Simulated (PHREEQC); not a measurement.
**Metal-bearing waste water (model solution)**

A solution holds 0.0053 mol Al2(SO4)3, 0.00016 mol NiCl2, 0.0016 mol NaF and 0.023 mol NaCl per kg of water, at 22 °C. Closed to the air; pH follows from the charge balance.

Computed with PHREEQC (ion-association model, wateq4f.dat).

Each row changes one thing in this solution. No solid was allowed to form.

```json
[
 {"case": "as made", "pH": "4.12", "ionic strength (mol/kgw)": "0.0558", "SO4-2 (mol/kgw)": "0.00784", "Al+3 (mol/kgw)": "0.00205", "Al(SO4)2- (mol/kgw)": "0.000682", "NaSO4- (mol/kgw)": "0.000416", "SI of Boehmite (AlOOH)": "+0.23", "SI of Gibbsite (Al(OH)3)": "+0.75"},
 {"case": "temperature from 22 to 40 °C", "pH": "[?]", "ionic strength (mol/kgw)": "0.0544", "SO4-2 (mol/kgw)": "0.00757", "Al+3 (mol/kgw)": "0.00180", "Al(SO4)2- (mol/kgw)": "0.000717", "NaSO4- (mol/kgw)": "0.000440", "SI of Boehmite (AlOOH)": "+0.70", "SI of Gibbsite (Al(OH)3)": "[?]"},
 {"case": "NiCl2 replaced by PbCl2 at the same molality", "pH": "4.12", "ionic strength (mol/kgw)": "0.0557", "SO4-2 (mol/kgw)": "0.00781", "Al+3 (mol/kgw)": "0.00205", "Al(SO4)2- (mol/kgw)": "0.000680", "NaSO4- (mol/kgw)": "0.000415", "SI of Boehmite (AlOOH)": "+0.23", "SI of Gibbsite (Al(OH)3)": "+0.75"},
 {"case": "NiCl2 replaced by CaCl2 at the same molality", "pH": "4.12", "ionic strength (mol/kgw)": "0.0558", "SO4-2 (mol/kgw)": "0.00784", "Al+3 (mol/kgw)": "0.00205", "Al(SO4)2- (mol/kgw)": "0.000682", "NaSO4- (mol/kgw)": "0.000416", "SI of Boehmite (AlOOH)": "+0.23", "SI of Gibbsite (Al(OH)3)": "+0.75"},
 {"case": "temperature from 22 to 5 °C", "pH": "[?]", "ionic strength (mol/kgw)": "0.0576", "SO4-2 (mol/kgw)": "0.00818", "Al+3 (mol/kgw)": "0.00234", "Al(SO4)2- (mol/kgw)": "0.000638", "NaSO4- (mol/kgw)": "0.000390", "SI of Boehmite (AlOOH)": "[?]", "SI of Gibbsite (Al(OH)3)": "+0.44"},
 {"case": "0.012 mol/kgw Ca(NO3)2 added", "pH": "[?]", "ionic strength (mol/kgw)": "0.0892", "SO4-2 (mol/kgw)": "0.00693", "Al+3 (mol/kgw)": "0.00285", "Al(SO4)2- (mol/kgw)": "0.000470", "NaSO4- (mol/kgw)": "0.000319", "SI of Boehmite (AlOOH)": "+0.11", "SI of Gibbsite (Al(OH)3)": "+0.63"}
]
```

Complete the blanks.


- temperature from 22 to 40 °C, pH: 3.90
- temperature from 22 to 40 °C, SI of Gibbsite (Al(OH)3): +0.99
- temperature from 22 to 5 °C, pH: 4.34
- temperature from 22 to 5 °C, SI of Boehmite (AlOOH): -0.32
- 0.012 mol/kgw Ca(NO3)2 added, pH: 4.06

Some of these states are supersaturated (in Basaluminite, Gibbsite (slow to form), Boehmite (slow to form), for instance). Constants without temperature data keep their 25 °C values here. Fluoro complexes past AlF4- and FeF3 are missing from the database.
